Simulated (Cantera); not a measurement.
Feed: 1 mol Si, 2.8 mol F2, at 13.0 mbar.

Equilibrium computed with Cantera from the NASA thermochemical tables; the gas is ideal and each condensed phase is pure. Candidate condensed phases: Si; 9 gas species. Rates play no part. All values below are at 573 K.

Base state: SiF4 0.555, F2 0.444, F 0.000382 (mole fractions); condensed: gas only.

Q: What changes in the equilibrium state with this change: pressure from 13.0 mbar to 1.33 mbar?

A: 
| species | before | after |
|---|---|---|
| SiF4 | 0.555 | 0.555 |
| F2 | 0.444 | 0.444 |
| F | 0.000382 | 0.00119 |
